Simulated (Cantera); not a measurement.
A Cantera script and its output.

```python
import numpy as np
import cantera as ct

gas = ct.Solution("h2o2.yaml")
gas.TPX = 625, 100000, {'H2': 1, 'O2': 0.263, 'N2': 1.21}
flame = ct.FreeFlame(gas, width=0.04)
flame.set_refine_criteria(ratio=3, slope=0.08, curve=0.16)
flame.transport_model = "mixture-averaged"
flame.solve(loglevel=0, auto=True)
z, T = flame.grid, flame.T
thick = (T[-1] - T[0]) / np.gradient(T, z).max()
show = ['H2', 'O2', 'H2O2', 'HO2', 'O', 'H']
print(f"laminar burning velocity  {flame.velocity[0] * 100:.3f} cm/s")
print(f"burnt temperature         {T[-1]:.1f} K")
print(f"thermal thickness         {thick * 1e3:.4f} mm")
print(f"grid points               {len(z)}")
z0 = z[flame.heat_release_rate.argmax()]
print(f"{'z/mm':>9s}{'T/K':>9s}{'u/(m/s)':>9s}" + "".join(f"{s:>11s}" for s in show))
rows = []
for k in (-3, -2, -1.5, -1, -0.5, -0.25, 0, 0.25, 0.5, 1, 2, 4, 8):
    zz = z0 + k * thick
    rows.append([k * thick, np.interp(zz, z, T), np.interp(zz, z, flame.velocity),
                 *(np.interp(zz, z, flame.X[gas.species_index(s)]) for s in show)])
    print(f"{rows[-1][0] * 1e3:9.3f}{rows[-1][1]:9.1f}{rows[-1][2]:9.3f}" + "".join(f"{x:11.3e}" for x in rows[-1][3:]))
```

It prints:

```
laminar burning velocity  842.896 cm/s
burnt temperature         2211.2 K
thermal thickness         0.4736 mm
grid points               141
     z/mm      T/K  u/(m/s)         H2         O2       H2O2        HO2          O          H
   -1.421    625.0    8.429  4.044e-01  1.063e-01  5.142e-16  6.826e-13  1.154e-16  1.842e-15
   -0.947    625.0    8.429  4.044e-01  1.063e-01  2.746e-14  1.394e-10  9.453e-14  2.746e-12
   -0.710    625.0    8.429  4.044e-01  1.063e-01  2.732e-12  1.071e-08  1.270e-11  5.233e-10
   -0.474    625.0    8.429  4.043e-01  1.064e-01  1.269e-09  1.597e-06  4.672e-09  2.755e-07
   -0.237    650.5    8.733  4.002e-01  1.060e-01  3.257e-06  2.123e-04  1.716e-05  4.704e-04
   -0.118    847.9   11.170  3.695e-01  9.978e-02  6.041e-06  1.337e-04  3.462e-04  9.261e-03
    0.000   1225.2   15.723  2.723e-01  6.330e-02  1.788e-06  5.750e-05  3.235e-03  4.865e-02
    0.118   1485.9   18.880  1.882e-01  1.602e-02  1.031e-06  1.418e-05  3.577e-03  8.110e-02
    0.237   1599.0   20.198  1.704e-01  3.356e-03  6.571e-07  2.857e-06  2.196e-03  8.302e-02
    0.474   1708.1   21.420  1.739e-01  9.865e-04  4.304e-07  8.213e-07  1.600e-03  7.187e-02
    0.947   1823.6   22.676  1.824e-01  6.281e-04  2.479e-07  5.081e-07  1.155e-03  5.667e-02
    1.894   1933.6   23.843  1.906e-01  3.729e-04  1.306e-07  3.078e-07  7.124e-04  4.175e-02
    3.789   2029.1   24.831  1.977e-01  1.874e-04  6.520e-08  1.679e-07  3.689e-04  2.863e-02
```

Model: the H2/O2 subset of GRI-Mech 3.0, which has no nitrogen chemistry, integrated in Cantera. Burning velocities carry a grid error of a few per cent, more on coarse grids.
